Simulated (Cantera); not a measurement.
What does this Cantera script print?

```python
import numpy as np
import cantera as ct

gas_names = """
    F F2 N NF NF2 NF3 N2 Si SiF SiF2 SiF3 SiF4 SiN Si2 Si2N Si3
""".split()
cond_names = """
    Si(cr) Si(L) Si3N4(a)
""".split()


def load(file, names, dense=False):
    # The tables refer to 1 bar. Condensed volumes are neglected.
    table = {s.name: s for s in ct.Species.list_from_file(file)}
    out = []
    for n in names:
        d = dict(table[n].input_data)
        d["thermo"] = dict(d["thermo"], **{"reference-pressure": 1e5})
        if dense:
            d["equation-of-state"] = {"model": "constant-volume", "density": "1e6 g/cm^3"}
        out.append(ct.Species.from_dict(d))
    return out


gas = ct.Solution(thermo="ideal-gas", species=load("nasa_gas.yaml", gas_names))
cond = {s.name: ct.Solution(thermo="fixed-stoichiometry", species=[s], name=s.name)
        for s in load("nasa_condensed.yaml", cond_names, dense=True)}
atoms = {
    'Si': {'Si': 1},
    'NF3': {'N': 1, 'F': 3},
    'N2': {'N': 2},
    'F2': {'F': 2},
}
top_T = {'Si3N4(a)': 2400}  # K; cautious upper limits of use, not melting points


def equilibrate(T, P, feed):
    n = {}
    for name, mol in feed.items():
        for a, k in atoms[name].items():
            n[a] = n.get(a, 0.0) + k * mol
    gas.TPX = T, P, n
    mass = sum(n.values()) * gas.mean_molecular_weight
    gas.equilibrate("TP")
    valid = [c for c in cond.values() if c.min_temp <= T <= top_T.get(c.name, c.max_temp)]
    mix = ct.Mixture([(gas, mass / gas.mean_molecular_weight)] + [(c, 0.0) for c in valid])
    mix.T, mix.P = T, P
    mix.equilibrate("TP", solver="vcs", rtol=1e-11, max_steps=5000)
    return mix


results = []
feed = {'Si': 1, 'NF3': 3.3, 'N2': 24, 'F2': 1.7}  # mol
T = 1625  # K
P = 30000  # Pa
mix = equilibrate(T, P, feed)
results.append((T, P, feed, dict(zip(mix.species_names, mix.species_moles))))
print(gas.report(threshold=1e-06))
for i in range(1, mix.n_phases):
    print(f"{mix.phase(i).name:16s} {mix.phase_moles(i):12.5e} mol")
```

Output:

```
       temperature   1625 K
          pressure   30000 Pa
           density   0.061781 kg/m^3
  mean mol. weight   27.824 kg/kmol
   phase of matter   gas

                          1 kg             1 kmol
                     ---------------   ---------------
          enthalpy        6.1015e+05        1.6977e+07  J
   internal energy        1.2456e+05        3.4659e+06  J
           entropy            9106.6        2.5338e+05  J/K
    Gibbs function       -1.4188e+07       -3.9477e+08  J
 heat capacity c_p            1203.1             33475  J/K
 heat capacity c_v            904.29             25161  J/K

                      mass frac. Y      mole frac. X     chem. pot. / RT
                     ---------------   ---------------   ---------------
                 F           0.17551           0.25704           -18.104
                F2          0.001298        0.00095051           -36.209
                N2           0.71905           0.71417           -27.802
              SiF4           0.10415          0.027843           -167.91
     [  +12 minor]        1.9901e-07        1.0559e-07

Si(cr)            0.00000e+00 mol
Si3N4(a)          0.00000e+00 mol
```

Cantera equilibrium calculation (NASA polynomials, part measured and part estimated; ideal gas, pure solids and liquids).
